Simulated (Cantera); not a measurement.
An adiabatic, constant-volume homogeneous reactor starts with H2 : O2 : N2 = 1 : 1.04 : 10 (molar parts), equivalence ratio 0.48, at 1225 K and 0.316 atm. Integrator tolerance rtol = 1e-08.

Cantera simulation using the H2/O2 subset of GRI-Mech 3.0, which has no nitrogen chemistry; the numbers are that mechanism's predictions, not measurements.

**Question.** What does this change do: initial temperature 1225 to 1775 K?

**Answer.** 
```json
[
 {"quantity": "time of steepest temperature rise", "before": "0.264 ms", "after": "39.1 µs"},
 {"quantity": "temperature at 1.00 s", "before": "1972 K", "after": "2399 K"},
 {"quantity": "equilibrium temperature", "before": "1972 K", "after": "2399 K"},
 {"quantity": "x(H2) at 1.00 s", "before": "0.000132 (gas-phase equilibrium 0.000132)", "after": "0.00210 (gas-phase equilibrium 0.00210)"},
 {"quantity": "x(O2) at 1.00 s", "before": "0.0464 (gas-phase equilibrium 0.0464)", "after": "0.0445 (gas-phase equilibrium 0.0445)"},
 {"quantity": "x(H) at 1.00 s", "before": "2.20e-5 (gas-phase equilibrium 2.20e-5)", "after": "0.00113 (gas-phase equilibrium 0.00113)"},
 {"quantity": "x(HO2) at 1.00 s", "before": "6.32e-7 (gas-phase equilibrium 6.32e-7)", "after": "2.43e-6 (gas-phase equilibrium 2.43e-6)"},
 {"quantity": "x(H2O) at 1.00 s", "before": "0.0858 (gas-phase equilibrium 0.0858)", "after": "0.0796 (gas-phase equilibrium 0.0796)"}
]
```

**Question.** What does this change do: N2 10 to 21 parts?

**Answer.** 
```
quantity                                                              before                                    after
---------------------------------  -----------------------------------------  ---------------------------------------
time of steepest temperature rise                                   0.264 ms                                 0.512 ms
temperature at 1.00 s                                                 1972 K                                   1628 K
equilibrium temperature                                               1972 K                                   1628 K
x(H2) at 1.00 s                    0.000132 (gas-phase equilibrium 0.000132)  4.11e-6 (gas-phase equilibrium 4.11e-6)
x(O2) at 1.00 s                        0.0464 (gas-phase equilibrium 0.0464)    0.0239 (gas-phase equilibrium 0.0239)
x(H) at 1.00 s                       2.20e-5 (gas-phase equilibrium 2.20e-5)  2.31e-7 (gas-phase equilibrium 2.31e-7)
x(HO2) at 1.00 s                     6.32e-7 (gas-phase equilibrium 6.32e-7)  4.73e-8 (gas-phase equilibrium 4.73e-8)
x(H2O) at 1.00 s                       0.0858 (gas-phase equilibrium 0.0858)    0.0443 (gas-phase equilibrium 0.0443)
```
